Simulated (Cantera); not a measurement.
Mixture: CH4 : O2 : N2 = 1 : 3.28 : 12.3 (molar parts), equivalence ratio 0.61, at 21.7 atm, adiabatic and at constant volume. Ignition delay is the time to a rise of 400 K.

Computed with Cantera and GRI-Mech 3.0 (53 species, 325 reactions). The pressure lies above the range GRI-Mech 3.0 was tuned for (to about 10 atm).

**Question.** Predict: delay at 1323 K; delay at 1423 K; delay at 1523 K; delay at 1623 K; delay at 1723 K; delay at 1823 K; delay at 1923 K; apparent activation energy between 1723 and 1923 K.

**Answer.** 
| Quantity | Result |
|---|---|
| delay at 1323 K | 0.395 ms |
| delay at 1423 K | 0.146 ms |
| delay at 1523 K | 59.7 µs |
| delay at 1623 K | 26.4 µs |
| delay at 1723 K | 12.6 µs |
| delay at 1823 K | 6.45 µs |
| delay at 1923 K | 3.54 µs |
| apparent activation energy between 1723 and 1923 K | 170 kJ/mol |
